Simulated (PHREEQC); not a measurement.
Solution A (5 mmol/kgw AgNO3, 92 mmol/kgw KNO3 and 0.31 mmol/kgw Cu(NO3)2) is mixed with solution B (0.0019 mol CdCl2 and 0.00053 mol Na2SO4 per kg of water) at 20 °C; shares are by mass of water, 1 kg in all. O2 is buffered at 0.21 atm. The system is closed to CO2. Solids allowed: Tenorite, Brochantite, Antlerite, Atacamite, Cu2(OH)3NO3, Cd(OH)2, CdOHCl, Cerargyrite, Ag2O, Ag2SO4, Halite, Mirabilite, Chalcanthite. Others were left out.

The series has 21 steps of share of solution B, from 0 to 1.

Model: ion-association model, wateq4f.dat, run in PHREEQC.

Problem. Which solids form, in which order, and at which step of the series does each first stand?

Solution. Cerargyrite from share of solution B = 0.05 (pH 5.69), last present at share of solution B = 0.95.
